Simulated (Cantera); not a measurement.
Input (Python, Cantera) and output of one run.

```python
import numpy as np
import cantera as ct

gas_names = [...]  # 45 gases of nasa_gas.yaml made of Cu, F, H, N, O
cond_names = """
    Cu(cr) Cu(L) CuF2(s) CuF2(L) CuO(s) CuO2H2(s) Cu2O(s) Cu2O(L) H2O(s) H2O(L)
""".split()


# ... load() reads the species with a 1 bar reference pressure and builds the phases ...
atoms = {
    'CuO': {'Cu': 1, 'O': 1},
    'HF': {'H': 1, 'F': 1},
    'H2': {'H': 2},
    'NF3': {'N': 1, 'F': 3},
}
top_T = {'CuO(s)': 1390}  # K; cautious upper limits of use, not melting points


# ... equilibrate(T, P, feed) seeds the gas with the atoms and calls Mixture.equilibrate('TP', solver="vcs", rtol=1e-11, max_steps=5000) ...
results = []
feed = {'CuO': 1, 'HF': 4.1, 'H2': 11, 'NF3': 0.88}  # mol
P = 3.7  # Pa
for T in [700, 800, 900, 1000, 1100, 1200, 1300, 1400, 1500, 1600, 1700, 1800]:
    mix = equilibrate(T, P, feed)
    results.append((T, P, feed, dict(zip(mix.species_names, mix.species_moles))))

top = {s: max(r[3][s] / sum(r[3][g] for g in gas_names) for r in results) for s in gas_names}
cols = sorted((s for s in top if top[s] > 1e-05), key=lambda s: -top[s])[:5]
seen = [c for c in cond_names if any(r[3].get(c, 0) > 1e-12 for r in results)]
print("log10 of partial pressures in bar; condensed amounts in mol")
print(f"{'T/K':>10s}" + "".join(f"{s[:9]:>10s}" for s in cols + seen))
for T, P, feed, n in results:
    ng = sum(n[g] for g in gas_names)
    print(f"{T:10.4g}" + "".join(f"{np.log10(max(n[s] / ng * P / 1e5, 1e-99)):10.3f}" for s in cols)
          + "".join(f"{n.get(c, 0):10.4g}" for c in seen))
```

It prints:

```
log10 of partial pressures in bar; condensed amounts in mol
       T/K        H2        HF       H2O        Cu         H    Cu(cr)     Cu(L)
       700    -4.720    -4.830    -5.659   -18.299   -15.957         1         0
       800    -4.720    -4.830    -5.659   -15.172   -13.898         1         0
       900    -4.720    -4.830    -5.659   -12.744   -12.292         1         0
      1000    -4.720    -4.830    -5.659   -10.807   -11.004         1         0
      1100    -4.720    -4.830    -5.659    -9.225    -9.948    0.9997         0
      1200    -4.720    -4.830    -5.659    -7.911    -9.065    0.9943         0
      1300    -4.722    -4.832    -5.661    -6.802    -8.317    0.9268         0
      1400    -4.737    -4.847    -5.675    -5.870    -7.681         0    0.3565
      1500    -4.746    -4.856    -5.684    -5.686    -7.128         0         0
      1600    -4.749    -4.857    -5.685    -5.687    -6.639         0         0
      1700    -4.756    -4.859    -5.688    -5.688    -6.210         0         0
      1800    -4.772    -4.864    -5.695    -5.693    -5.832         0         0
```

These are equilibrium values from Cantera (NASA tables, ideal gas, pure condensed phases), not measurements of a reactor.
